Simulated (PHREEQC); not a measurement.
Dissolve 0.0075 mol/kgw KOH and 2.2e-05 mol/kgw H4SiO4 at 69 °C. Closed to the air; pH follows from the charge balance.

Computed with PHREEQC (ion-association model, phreeqc.dat).

```csv
quantity,before,after
pH,10.64,11.09
ionic strength (mol/kgw),0.00750,0.00750
H4SiO4 (mol/kgw),8.79e-7,4.85e-7
SI of Quartz (SiO2),-2.64,-2.67
```

Question: Name the change that produced these shifts.
(A) temperature from 69 to 50 °C
(B) diluted 5-fold with water
(C) KOH replaced by KHF2 at the same molality
(D) KOH from 0.0075 to 0.0112 mol/kgw
(E) KOH replaced by KF at the same molality

Answer: A, temperature from 69 to 50 °C

This is a speciation only: nothing precipitates in the calculation. At this temperature some constants are extrapolated from 25 °C, and those without enthalpy data are left unchanged.
